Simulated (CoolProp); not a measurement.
Propylene glycol along the isotherm 346.85 °C: density (kg/m³) from the reference equation and from simpler models built on Tc = 400.8 °C, pc = 7.292 MPa, ω = 0.327; each cubic takes its own stable root.

Values from CoolProp's reference Helmholtz-energy equation of state, Eisenbach 2021.

| p (MPa) | phase | reference | van der Waals | Redlich-Kwong | Soave-Redlich-Kwong | Peng-Robinson |
|---|---|---|---|---|---|---|
| 0.911 | gas | 14.30 | 14.11 | 14.25 | 14.29 | 14.37 |
| 1.82 | gas | 30.78 | 29.82 | 30.45 | 30.67 | 31.03 |
| 2.73 | gas | 50.90 | 47.82 | 49.58 | 50.27 | (withheld) |
| 3.65 | liquid | 670.2 | 69.62 | 73.84 | 75.89 | 78.04 |
| 4.56 | liquid | 675.4 | (withheld) | 558.9 | 601.9 | 680.9 |
| 5.47 | liquid | 680.3 | 425.5 | 574.8 | 612.9 | 692.5 |
| 6.38 | liquid | 684.8 | (withheld) | 588.1 | 622.6 | 702.8 |
| 7.29 | liquid | 689.1 | 453.0 | 599.7 | 631.4 | 712.2 |
| 8.2 | liquid | 693.2 | 462.7 | 609.9 | 639.4 | 720.8 |
| 9.11 | liquid | 697.0 | 471.1 | 619.2 | 646.9 | 728.8 |
| 10 | liquid | 700.6 | 478.3 | 627.4 | 653.7 | 736.1 |
| 10.9 | liquid | 704.1 | 484.8 | (withheld) | 660.1 | 743.0 |

What belongs in the gaps?


- 2.73, Peng-Robinson: 51.22
- 4.56, van der Waals: 97.90
- 6.38, van der Waals: 441.1
- 10.9, Redlich-Kwong: 635.1

At some of these states van der Waals, Redlich-Kwong, Soave-Redlich-Kwong, Peng-Robinson gives the other phase, because its saturation line lies elsewhere.
